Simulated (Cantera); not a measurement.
## Low-pressure radical oxidation in H2/O2

An isothermal, constant-pressure homogeneous reactor starts with H₂ : O₂ = 0.093 : 1 (molar parts), at 998 K and 0.0267 bar.

Model: the H2/O2 subset of GRI-Mech 3.0, which has no nitrogen chemistry, integrated in Cantera. Radical loss at walls, strong at low pressure, is not modelled. The temperature is held fixed by assumption; the heat of reaction is taken as removed at once.

```json
[
 {"t (s)": "1.00e-6", "x H₂": "0.0851", "x O₂": "0.915", "x HO₂": "1.43e-12", "x H₂O": "<1e-12", "x H₂O₂": "<1e-12", "x OH": "<1e-12"},
 {"t (s)": "1.15e-5", "x H₂": "0.0851", "x O₂": "0.915", "x HO₂": "1.64e-11", "x H₂O": "<1e-12", "x H₂O₂": "<1e-12", "x OH": "1.13e-12"},
 {"t (s)": "0.000132", "x H₂": "0.0851", "x O₂": "0.915", "x HO₂": "1.93e-10", "x H₂O": "1.19e-10", "x H₂O₂": "<1e-12", "x OH": "6.68e-11"},
 {"t (s)": "0.00151", "x H₂": "0.0851", "x O₂": "0.915", "x HO₂": "5.52e-7", "x H₂O": "2.30e-5", "x H₂O₂": "1.34e-10", "x OH": "5.06e-6"},
 {"t (s)": "0.0173", "x H₂": "0.000174", "x O₂": "0.910", "x HO₂": "7.82e-6", "x H₂O": "0.0883", "x H₂O₂": "3.24e-7", "x OH": "0.000424"},
 {"t (s)": "0.199", "x H₂": "1.23e-6", "x O₂": "0.911", "x HO₂": "2.83e-7", "x H₂O": "0.0888", "x H₂O₂": "6.45e-8", "x OH": "3.94e-5"},
 {"t (s)": "2.28", "x H₂": "2.10e-8", "x O₂": "0.911", "x HO₂": "1.22e-8", "x H₂O": "0.0889", "x H₂O₂": "7.29e-9", "x OH": "7.33e-6"},
 {"t (s)": "26.2", "x H₂": "1.18e-9", "x O₂": "0.911", "x HO₂": "1.05e-9", "x H₂O": "0.0889", "x H₂O₂": "7.56e-10", "x OH": "1.87e-6"},
 {"t (s)": "300", "x H₂": "9.95e-11", "x O₂": "0.911", "x HO₂": "7.58e-10", "x H₂O": "0.0889", "x H₂O₂": "7.79e-11", "x OH": "5.51e-7"}
]
```
x: mole fraction; the columns are a selection and need not sum to one.

Equilibrium at this temperature and pressure: H₂ 4.73e-11, O₂ 0.911, HO₂ 1.03e-9, H₂O 0.0889, H₂O₂ 3.80e-11, OH 3.73e-7 (gas phase only).
